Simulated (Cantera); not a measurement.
An adiabatic, constant-pressure homogeneous reactor starts with H2 : O2 : N2 : H2O = 1 : 1.61 : 5.32 : 2 (molar parts), equivalence ratio 0.31, at 1800 K and 750 Torr.

Computed with Cantera and GRI-Mech 3.0 (53 species, 325 reactions).

x: mole fraction; the columns are a selection and need not sum to one.

| t (s) | T (K) | x H2 | x O2 | x H2O | x H | x NO | x O | x N2O |
|---|---|---|---|---|---|---|---|---|
| 1.00e-6 | 1800 | 0.101 | 0.162 | 0.201 | 3.35e-6 | <1e-12 | 1.00e-6 | 8.62e-12 |
| 2.28e-6 | 1800 | 0.101 | 0.162 | 0.201 | 2.61e-5 | 2.28e-12 | 8.79e-6 | 4.51e-11 |
| 5.18e-6 | 1801 | 0.0974 | 0.160 | 0.204 | 0.00148 | 3.40e-10 | 0.000522 | 1.41e-9 |
| 1.18e-5 | 1897 | 0.0204 | 0.113 | 0.261 | 0.0220 | 1.95e-6 | 0.0196 | 1.50e-7 |
| 2.68e-5 | 2073 | 0.0146 | 0.112 | 0.277 | 0.0111 | 7.51e-6 | 0.0135 | 2.38e-7 |
| 6.11e-5 | 2224 | … | 0.112 | 0.292 | … | … | … | … |
| 0.000139 | 2322 | … | 0.113 | 0.303 | … | … | … | 4.43e-7 |
| 0.000316 | 2352 | 0.00263 | 0.114 | 0.306 | 0.000673 | 6.56e-5 | 0.00234 | 4.54e-7 |
| 0.000720 | 2354 | 0.00256 | 0.114 | 0.307 | 0.000647 | 0.000129 | 0.00229 | 4.53e-7 |
| 0.00164 | 2353 | 0.00256 | 0.114 | 0.307 | 0.000646 | 0.000273 | 0.00228 | 4.53e-7 |
| 0.00373 | 2353 | 0.00255 | 0.114 | 0.307 | 0.000644 | 0.000596 | 0.00227 | 4.52e-7 |
| 0.00848 | 2352 | 0.00254 | 0.113 | 0.307 | 0.000639 | 0.00131 | 0.00226 | 4.52e-7 |
| 0.0193 | 2349 | 0.00252 | 0.113 | 0.307 | 0.000629 | 0.00281 | 0.00222 | 4.52e-7 |
| 0.0439 | 2345 | 0.00248 | 0.111 | 0.307 | 0.000611 | 0.00551 | 0.00216 | 4.58e-7 |
| 0.100 | 2340 | 0.00243 | 0.110 | 0.307 | 0.000590 | 0.00870 | 0.00208 | 4.71e-7 |

What belongs in the gaps?


- 6.11e-5, x H2: 0.00835
- 6.11e-5, x H: 0.00419
- 6.11e-5, x NO: 1.68e-5
- 6.11e-5, x O: 0.00751
- 6.11e-5, x N2O: 3.36e-7
- 0.000139, x H2: 0.00397
- 0.000139, x H: 0.00127
- 0.000139, x NO: 3.49e-5
- 0.000139, x O: 0.00353
